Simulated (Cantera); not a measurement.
Feed: 1 mol SiF₄, 4.9 mol H₂O, 3 mol N₂, 0.08 mol HCl, held at 10.0 mbar.

Method: chemical equilibrium by Gibbs-energy minimisation in Cantera with the NASA 1993 tables (ideal gas, pure condensed phases). Candidate condensed phases: H₂O, NH₄Cl, Si, SiO₂, Si₂N₂O, Si₃N₄; 72 gas species. The tables hold silica as quartz up to 1696 K and as liquid above; real silica turns to tridymite and cristobalite and melts near 1996 K. Kinetics and transport are ignored.

**Question.** Which condensed phases are stable at each of these points (T (°C)): 1000, 1050, 1100, 1150, 1200, 1250, 1300, 1350, 1400, 1450, 1500?

**Answer.** 
| T (°C) | condensed phases | Si condensed (%) |
|---|---|---|
| 1000 | SiO₂(β-quartz) | 99.2 |
| 1050 | SiO₂(β-quartz) | 99.4 |
| 1100 | SiO₂(β-quartz) | 99.6 |
| 1150 | SiO₂(β-quartz) | 99.7 |
| 1200 | SiO₂(β-quartz) | 99.8 |
| 1250 | SiO₂(β-quartz) | 99.8 |
| 1300 | SiO₂(β-quartz) | 99.9 |
| 1350 | SiO₂(β-quartz) | 99.9 |
| 1400 | SiO₂(β-quartz) | 99.9 |
| 1450 | SiO₂(condensed) | 99.9 |
| 1500 | SiO₂(condensed) | 100.0 |

From 1000 °C to 1400 °C the condensed part is SiO₂(β-quartz). From 1450 °C to 1500 °C the condensed part is SiO₂(condensed).
